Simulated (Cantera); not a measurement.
Mixture: CH4 : C2H6 : C3H8 : O2 : N2 : CO2 = 1 : 0.13 : 0.046 : 5.59 : 21 : 1.7 (molar parts), at 10.0 bar, adiabatic and at constant volume. Ignition delay is the time to a rise of 400 K.

Detailed kinetics in Cantera: GRI-Mech 3.0 (53 species, 325 reactions).

**Question.** What does this change do: 0.71 parts H2 added?

**Answer.** 
| quantity | before | after |
|---|---|---|
| delay at 1275 K | 0.329 ms | 0.128 ms |
| delay at 1425 K | 66.4 µs | 29.2 µs |
| delay at 1575 K | 18.7 µs | 9.96 µs |
| delay at 1725 K | 6.83 µs | 4.20 µs |
| delay at 1875 K | 3.14 µs | 2.11 µs |
| apparent activation energy between 1800 and 1950 K | 130 kJ/mol | 120 kJ/mol |

**Question.** What does this change do: 0.14 parts H2 added?

**Answer.** 
```
quantity                                                before       after
--------------------------------------------------  ----------  ----------
delay at 1275 K                                       0.329 ms    0.241 ms
delay at 1425 K                                        66.4 µs     52.8 µs
delay at 1575 K                                        18.7 µs     15.9 µs
delay at 1725 K                                        6.83 µs     6.09 µs
delay at 1875 K                                        3.14 µs     2.86 µs
apparent activation energy between 1800 and 1950 K  130 kJ/mol  130 kJ/mol
```
